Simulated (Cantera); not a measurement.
Equilibrium for chlorosilane synthesis and conversion: SiCl4 + H2

A closed system holds: 1 mol SiCl4, 1.1 mol H2, equilibrated at 0.100 bar.

Equilibrium computed with Cantera from the NASA thermochemical tables; the gas is ideal and each condensed phase is pure. Candidate condensed phases: Si; 19 gas species. The tables' values for SiCl3 are old estimates; treat these amounts as uncertain. Kinetics and transport are ignored.

```tsv
T (K)	log p H2	log p SiCl4	log p HCl	log p SiHCl3	log p SiCl3
825	-1.30	-1.34	-2.77	-2.77	-5.07
875	-1.30	-1.34	-2.65	-2.66	-4.57
925	-1.31	-1.35	-2.54	-2.56	-4.12
975	-1.31	-1.36	-2.44	-2.47	-3.72
1025	-1.32	-1.37	-2.34	-2.41	-3.37
1075	-1.33	-1.38	-2.24	-2.37	-3.08
1125	-1.34	-1.39	-2.14	-2.36	-2.83
```
log p: log10 of the partial pressure in bar; nothing condenses.

From 825 K to 1125 K nothing is condensed. The main Si-bearing gas is SiCl4 throughout.
